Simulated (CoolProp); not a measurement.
R1234ze(Z) along the isotherm 440 K: Z from the reference equation and from simpler models built on Tc = 423.3 K, pc = 3531 kPa, ω = 0.327; each cubic takes its own stable root.

Values from CoolProp's reference Helmholtz-energy equation of state, Akasaka 2019.

```csv
p (kPa),phase,reference,van der Waals,Redlich-Kwong,Soave-Redlich-Kwong,Peng-Robinson
1180,gas,0.8834,0.9020,0.8912,0.8942,0.8824
2350,gas,0.7479,0.7816,0.7628,0.7710,0.7491
3530,gas,0.5720,0.6001,0.5864,0.6087,0.5799
4710,supercritical,0.3018,0.3571,0.3378,0.3797,0.3544
5880,supercritical,0.2724,0.3893,0.3402,0.3575,0.3272
7060,supercritical,0.2983,0.4370,0.3717,0.3843,0.3496
8240,supercritical,0.3299,0.4875,0.4081,0.4188,0.3797
9420,supercritical,0.3630,0.5388,0.4459,0.4556,0.4123
10600,supercritical,0.3965,0.5900,0.4840,0.4930,0.4456
11800,supercritical,0.4306,0.6419,0.5227,0.5313,0.4798
12900,supercritical,0.4618,0.6891,0.5579,0.5663,0.5110
14100,supercritical,0.4956,0.7403,0.5962,0.6043,0.5450
15300,supercritical,0.5292,0.7911,0.6341,0.6420,0.5788
16500,supercritical,0.5626,0.8416,0.6717,0.6794,0.6124
17700,supercritical,0.5957,0.8917,0.7090,0.7166,0.6457
```
